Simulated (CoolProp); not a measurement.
Acetone along the isotherm 426.8 K: density (kg/m³) from the reference equation and from simpler models built on Tc = 508.1 K, pc = 4.692 MPa, ω = 0.307; each cubic takes its own stable root.

Values from CoolProp's reference Helmholtz-energy equation of state, Lemmon 2006. It is a short technical equation, of lower accuracy than the large ones.

| p (MPa) | phase | reference |
|---|---|---|
| 0.0223 | gas | 0.3663 |
| 0.0376 | gas | 0.6191 |
| 0.0634 | gas | 1.048 |
| 0.107 | gas | 1.782 |
| 0.181 | gas | 3.052 |
| 0.305 | gas | 5.257 |
| 0.514 | gas | 9.220 |
| 0.868 | gas | 16.85 |
| 1.46 | liquid | 614.0 |
| 2.47 | liquid | 618.2 |
| 4.17 | liquid | 624.7 |
| 7.04 | liquid | 634.4 |

How far does each simpler model (van der Waals, Redlich-Kwong, Peng-Robinson) lie from the reference over these 12 states: mean and median of the absolute difference, and the worst?


- van der Waals: mean 21.0 %, median 3.0 %, worst -95.3 % at 426.8 K and 1.46 MPa
- Redlich-Kwong: mean 15.5 %, median 1.9 %, worst -95.1 % at 426.8 K and 1.46 MPa
- Peng-Robinson: mean 4.8 %, median 1.1 %, worst -13.5 % at 426.8 K and 1.46 MPa

At some of these states van der Waals, Redlich-Kwong gives the other phase, because its saturation line lies elsewhere.
